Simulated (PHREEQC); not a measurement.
1 kg of water holding 130 mmol/kgw Na2CO3, 4.5 mmol/kgw NaCl, 5.9 mmol/kgw NaOH and 10 mmol/kgw Na2SO4 is evaporated at 25 °C; the solids stay in contact with the brine. CO2 is held at log p = -3.4 (atm). The run lets Burkeite, Halite, Mirabilite, Nahcolite, Natron, Thenardite, Trona precipitate or redissolve, and no other solid.

Model: Pitzer model, pitzer.dat, run in PHREEQC.

```csv
water left (kg),ionic strength,water activity,Trona (mol),Mirabilite (mol)
0.9994,0.398,0.993,0,0
0.5548,0.732,___,0,0
0.3747,___,___,0,0
0.208,___,0.972,0,0
0.1154,3.63,0.953,0,0
0.07795,5.40,0.932,0,0
0.04292,___,0.880,0.00714,0
0.02182,9.37,0.874,0.0497,0
0.01329,9.73,0.865,0.0669,0
0.00528,11.2,0.828,0.0826,0.000527
```

Task: Some entries are withheld; supply them.

Result: 
- 0.5548, water activity: 0.988
- 0.3747, ionic strength: 1.10
- 0.3747, water activity: 0.983
- 0.208, ionic strength: 2.00
- 0.04292, ionic strength: 9.10

Species that the database lacks are ignored.
